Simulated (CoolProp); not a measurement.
Octamethyltrisiloxane (MDM) along the isotherm 301.85 °C: Z from the reference equation and from simpler models built on Tc = 292.2 °C, pc = 1.438 MPa, ω = 0.528; each cubic takes its own stable root.

The numbers come from the reference Helmholtz-energy equation of state, Thol 2017 in CoolProp.

| p (MPa) | phase | reference |
|---|---|---|
| 0.449 | gas | 0.8938 |
| 0.898 | gas | 0.7617 |
| 1.35 | gas | 0.5688 |
| 1.8 | supercritical | 0.2508 |
| 2.25 | supercritical | 0.2670 |
| 2.7 | supercritical | 0.3010 |
| 3.14 | supercritical | 0.3366 |
| 3.59 | supercritical | 0.3737 |
| 4.04 | supercritical | 0.4109 |
| 4.49 | supercritical | 0.4479 |
| 4.94 | supercritical | 0.4846 |
| 5.39 | supercritical | 0.5211 |
| 5.84 | supercritical | 0.5574 |
| 6.29 | supercritical | 0.5934 |
| 6.74 | supercritical | 0.6291 |
| 7.19 | supercritical | 0.6646 |

How far does each simpler model (van der Waals, Redlich-Kwong, Soave-Redlich-Kwong, Peng-Robinson) lie from the reference over these 16 states: mean and median of the absolute difference, and the worst?


- van der Waals: mean 29.6 %, median 35.6 %, worst +37.1 % at 301.85 °C and 2.7 MPa
- Redlich-Kwong: mean 8.5 %, median 8.7 %, worst +15.7 % at 301.85 °C and 2.25 MPa
- Soave-Redlich-Kwong: mean 10.3 %, median 9.7 %, worst +23.1 % at 301.85 °C and 1.8 MPa
- Peng-Robinson: mean 3.3 %, median 2.2 %, worst +13.1 % at 301.85 °C and 1.8 MPa
